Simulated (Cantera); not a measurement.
**Premixed flame**

A freely propagating, adiabatic, planar premixed flame of H₂ : O₂ : N₂ = 1 : 0.5 : 1.88 (molar parts), equivalence ratio 1.0, unburnt at 373 K and 5.00 bar; unity-Lewis-number transport, grid criteria slope 0.08 and curve 0.16, no radiation.

Cantera simulation using the H2/O2 subset of GRI-Mech 3.0, which has no nitrogen chemistry; the numbers are that mechanism's predictions, not measurements. The hydrogen kinetics of GRI-Mech 3.0 are dated; newer H2 mechanisms differ, most at raised pressure. Unity Lewis numbers drop preferential diffusion, which matters most where H2 and H carry the flame. Burning velocities carry a grid error of a few per cent, more on coarse grids.

```csv
z (mm),T (K),u (m/s),x H₂,x O₂,x OH,x H₂O,x H₂O₂,x H
-0.141,373,2.35,0.296,0.148,<1e-8,1.14e-6,<1e-8,<1e-8
-0.0939,373,2.35,0.296,0.148,<1e-8,2.05e-5,7.62e-8,<1e-8
-0.0704,374,2.36,0.296,0.148,<1e-8,0.000131,4.86e-7,<1e-8
-0.0470,383,2.41,0.295,0.147,3.59e-8,0.00117,4.14e-6,<1e-8
-0.0235,543,3.39,0.278,0.139,1.99e-5,0.0209,4.56e-5,5.10e-6
-0.0117,940,5.72,0.230,0.114,0.000730,0.0751,6.01e-5,0.00200
0,1431,8.42,0.140,0.0722,0.00383,0.165,1.60e-5,0.0190
0.0117,1739,10.0,0.0727,0.0386,0.00996,0.231,4.49e-6,0.0321
0.0235,1902,10.8,0.0503,0.0254,0.0138,0.257,2.87e-6,0.0290
0.0470,2067,11.6,0.0400,0.0182,0.0152,0.276,1.73e-6,0.0193
0.0939,2211,12.2,0.0325,0.0138,0.0139,0.292,1.14e-6,0.0108
0.188,2321,12.7,0.0252,0.0102,0.0116,0.306,7.98e-7,0.00571
0.376,2395,13.1,0.0192,0.00755,0.00925,0.317,5.75e-7,0.00307
```
x: mole fraction of selected species; z is measured from the peak of heat release.

```
Item                          Value
------------------------  ---------
laminar burning velocity   235 cm/s
thermal thickness         0.0470 mm
peak x(OH)                   0.0153
peak x(H₂O₂)                6.31e-5
peak x(H)                    0.0322
grid points                     112
```
